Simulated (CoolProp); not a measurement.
A Linde-Hampson liquefier for nitrogen: isothermal reversible compression at 300 K from 1 atm to 25 MPa, throttling to 1 atm, return gas leaving the recuperator 0 K below the feed. Each further row changes one setting.

The numbers come from the reference Helmholtz-energy equation of state, Span 2000 in CoolProp.

| case | liquid yield per pass | compression work (kJ/kg of gas) |
|---|---|---|
| as stated | 0.083 | 493 |
| high pressure 50 MPa | ? | 567 |
| warm-end temperature 330 K | ? | 545 |
| warm-end gap 5 K | ? | 493 |

Question: What belongs in the gaps?

Answer: 
- high pressure 50 MPa, liquid yield per pass: 0.088
- warm-end temperature 330 K, liquid yield per pass: 0.061
- warm-end gap 5 K, liquid yield per pass: 0.072
